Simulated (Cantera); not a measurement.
Input (Python, Cantera) and output of one run.

```python
import numpy as np
import cantera as ct

gas_names = """
    C CN CO CO2 C2 CCN CNC C2N2 C2O C3 C3O2 C4 C4N2 C5 N NCO NO NO2 NO3 N2 N2O O O2 O3 Pb PbO Pb2
""".split()
cond_names = """
    C(gr) Pb(cr) Pb(L) PbO(rd) PbO(yw) PbO(L) PbO2(s) Pb3O4(s)
""".split()


# ... load() reads the species with a 1 bar reference pressure and builds the phases ...
atoms = {
    'PbO': {'Pb': 1, 'O': 1},
    'CO': {'C': 1, 'O': 1},
    'N2': {'N': 2},
    'O2': {'O': 2},
}
top_T = {'C(gr)': 4500, 'Pb3O4(s)': 820}  # K; cautious upper limits of use, not melting points


# ... equilibrate(T, P, feed) seeds the gas with the atoms and calls Mixture.equilibrate('TP', solver="vcs", rtol=1e-11, max_steps=5000) ...
results = []
feed = {'PbO': 1, 'CO': 0.058, 'N2': 2.7, 'O2': 0.55}  # mol
T = 1548  # K
for P in [10, 100, 1000, 10000, 100000, 1000000]:
    mix = equilibrate(T, P, feed)
    results.append((T, P, feed, dict(zip(mix.species_names, mix.species_moles))))

top = {s: max(r[3][s] / sum(r[3][g] for g in gas_names) for r in results) for s in gas_names}
cols = sorted((s for s in top if top[s] > 1e-05), key=lambda s: -top[s])[:8]
seen = [c for c in cond_names if any(r[3].get(c, 0) > 1e-12 for r in results)]
print("log10 of partial pressures in bar; condensed amounts in mol")
print(f"{'P/Pa':>10s}" + "".join(f"{s[:9]:>10s}" for s in cols + seen))
for T, P, feed, n in results:
    ng = sum(n[g] for g in gas_names)
    print(f"{P:10.4g}" + "".join(f"{np.log10(max(n[s] / ng * P / 1e5, 1e-99)):10.3f}" for s in cols)
          + "".join(f"{n.get(c, 0):10.4g}" for c in seen))
```

It prints:

```
log10 of partial pressures in bar; condensed amounts in mol
      P/Pa        N2       PbO        O2        Pb       CO2        NO         O        CO    PbO(L)
        10    -4.231    -5.076    -4.745    -4.873    -5.899    -6.911    -7.490    -8.534         0
       100    -3.218    -3.837    -3.807    -4.102    -4.886    -5.936    -7.021    -7.990         0
      1000    -2.208    -2.712    -2.864    -3.449    -3.876    -4.959    -6.549    -7.451         0
     1e+04    -1.167    -1.798    -1.868    -3.033    -2.835    -3.941    -6.052    -6.908    0.3316
     1e+05    -0.092    -1.798    -0.808    -3.563    -1.759    -2.873    -5.521    -6.363     0.946
     1e+06     0.915    -1.798     0.198    -4.066    -0.753    -1.866    -5.018    -5.860    0.9947
```

Cantera equilibrium calculation (NASA polynomials, part measured and part estimated; ideal gas, pure solids and liquids). Gases not in the tables: (PbO)n polymers.
